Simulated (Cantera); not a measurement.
What does this Cantera script print?

```python
import numpy as np
import cantera as ct

gas = ct.Solution("gri30.yaml", transport_model="multicomponent")
show = ['CO2', 'H2O', 'NO']

rows = []
print(f"{'T/K':>7s}{'rho':>11s}{'cp':>10s}{'mu':>11s}{'lambda':>11s}{'Pr':>7s}" + "".join(f"{'D_' + s:>11s}" for s in show))
for T in [400, 500, 600, 700, 800, 900, 1000, 1100, 1200]:
    gas.TPX = T, 990, {'N2O': 0.65}
    Pr = gas.cp_mass * gas.viscosity / gas.thermal_conductivity
    D = [gas.mix_diff_coeffs_mole[gas.species_index(s)] for s in show]
    rows.append([gas.density, gas.cp_mass, gas.viscosity, gas.thermal_conductivity, Pr, *D])
    print(f"{T:7g}{gas.density:11.4e}{gas.cp_mass:10.1f}{gas.viscosity:11.4e}"
          f"{gas.thermal_conductivity:11.4e}{Pr:7.3f}" + "".join(f"{d:11.4e}" for d in D))
print("SI units: kg/m3, J/kg/K, Pa s, W/m/K, m2/s")
```

It prints:

```
    T/K        rho        cp         mu     lambda     Pr      D_CO2      D_H2O       D_NO
    400 1.3102e-02     970.3 1.9459e-05 2.5299e-02  0.746 1.9661e-03 2.9892e-03 2.6432e-03
    500 1.0481e-02    1042.5 2.3570e-05 3.2964e-02  0.745 2.9756e-03 4.6199e-03 3.9234e-03
    600 8.7344e-03    1101.3 2.7324e-05 4.0429e-02  0.744 4.1430e-03 6.5410e-03 5.3888e-03
    700 7.4866e-03    1150.2 3.0799e-05 4.7670e-02  0.743 5.4556e-03 8.7274e-03 7.0260e-03
    800 6.5508e-03    1191.6 3.4048e-05 5.4682e-02  0.742 6.9035e-03 1.1159e-02 8.8248e-03
    900 5.8229e-03    1226.6 3.7113e-05 6.1443e-02  0.741 8.4788e-03 1.3820e-02 1.0777e-02
   1000 5.2406e-03    1254.7 4.0022e-05 6.7878e-02  0.740 1.0175e-02 1.6697e-02 1.2876e-02
   1100 4.7642e-03    1275.5 4.2800e-05 7.3896e-02  0.739 1.1987e-02 1.9780e-02 1.5116e-02
   1200 4.3672e-03    1294.3 4.5464e-05 7.9761e-02  0.738 1.3910e-02 2.3058e-02 1.7492e-02
SI units: kg/m3, J/kg/K, Pa s, W/m/K, m2/s
```

Cantera simulation using GRI-Mech 3.0 (53 species, 325 reactions); the numbers are that mechanism's predictions, not measurements. The composition is frozen, though it would react at the higher temperatures.
